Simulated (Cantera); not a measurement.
A closed system holds: 1 mol SiHCl₃, 0.66 mol HCl, 65 mol H₂, at 1250 K and 13300 Pa.

Method: chemical equilibrium by Gibbs-energy minimisation in Cantera with the NASA 1993 tables (ideal gas, pure condensed phases). Candidate condensed phases: Si; 19 gas species. The tables' values for SiCl₃ are old estimates; treat these amounts as uncertain. The numbers say what is thermodynamically allowed, not how fast it happens.

Base state: H₂ 0.957, HCl 0.0358, SiCl₂ 0.00338, SiCl₄ 0.00131, SiHCl₃ 0.00125, SiCl₃ 0.000787, SiH₂Cl₂ 0.000161 (mole fractions); condensed: Si(s).

Problem. What changes in the equilibrium state with this change: H₂ from 65 to 24 mol?

Solution. 
```
species       before     after
----------  --------  --------
H₂             0.957     0.915
HCl           0.0358    0.0572
SiCl₄        0.00131   0.00933
SiCl₃       0.000787   0.00343
SiHCl₃       0.00125   0.00531
SiCl₂        0.00338   0.00900
SiH₂Cl₂     0.000161  0.000411
Si(s), mol     0.535     0.279
```

Problem. What changes in the equilibrium state with this change: pressure from 13300 Pa to 1330 Pa?

Solution. 
```tsv
species	before	after
H₂	0.957	0.952
HCl	0.0358	0.0420
SiCl₂	0.00338	0.00465
SiH₂Cl₂	0.000161	2.21e-5
SiHCl₃	0.00125	0.000201
SiCl₄	0.00131	0.000249
SiCl₃	0.000787	0.000403
Si(s), mol	0.535	0.626
```
